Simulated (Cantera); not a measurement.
Mixture: 14.0 % CH4, 1.08 % H2, 17.8 % O2, 67.1 % N2, equivalence ratio 1.6, at 1.00 atm, adiabatic and at constant volume. Ignition delay is the time to a rise of 400 K.

Computed with Cantera and GRI-Mech 3.0 (53 species, 325 reactions).

Task: Predict: delay at 1173 K; delay at 1248 K; delay at 1323 K; delay at 1398 K; delay at 1473 K; delay at 1548 K; delay at 1623 K; apparent activation energy between 1473 and 1623 K.

Result: 
```json
{
 "delay at 1173 K": "33.9 ms",
 "delay at 1248 K": "13.8 ms",
 "delay at 1323 K": "5.80 ms",
 "delay at 1398 K": "2.54 ms",
 "delay at 1473 K": "1.18 ms",
 "delay at 1548 K": "0.590 ms",
 "delay at 1623 K": "0.317 ms",
 "apparent activation energy between 1473 and 1623 K": "170 kJ/mol"
}
```
